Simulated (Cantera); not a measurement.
A perfectly stirred reactor is fed with 78.8 % NO, 20.5 % N₂, 0.748 % H₂O, at 11.3 Torr; it is held at 1800 K, and followed from long to short residence time.

Model: GRI-Mech 3.0 (53 species, 325 reactions), integrated in Cantera. Radical loss at walls, strong at low pressure, is not modelled.

x: mole fraction; the columns are a selection and need not sum to one.

```
τ (s)    x NO       x NO₂   x N₂       x N₂O        x O₂
------  -----  ----------  -----  ----------  ----------
14      0.703     8.78e-5  0.247    0.000117      0.0418
5.7     0.753     5.72e-5  0.222    0.000131      0.0170
2.3     0.774     3.51e-5  0.212    0.000127     0.00670
0.90    0.782     2.15e-5  0.207    0.000114     0.00255
0.36    0.786     1.48e-5  0.206    0.000102    0.000984
0.14    0.787     1.28e-5  0.205     9.05e-5    0.000351
0.057   0.787     1.49e-5  0.205     6.97e-5    0.000110
0.023   0.788     1.55e-5  0.205  (withheld)  (withheld)
0.0090  0.788     6.64e-6  0.205     1.79e-5     2.14e-6
0.0036  0.788  (withheld)  0.205  (withheld)  (withheld)
```

Q: Fill in the missing entries.

A: 
- 0.023, x N₂O: 3.97e-5
- 0.023, x O₂: 2.22e-5
- 0.0036, x NO₂: 1.23e-6
- 0.0036, x N₂O: 7.51e-6
- 0.0036, x O₂: 2.04e-7
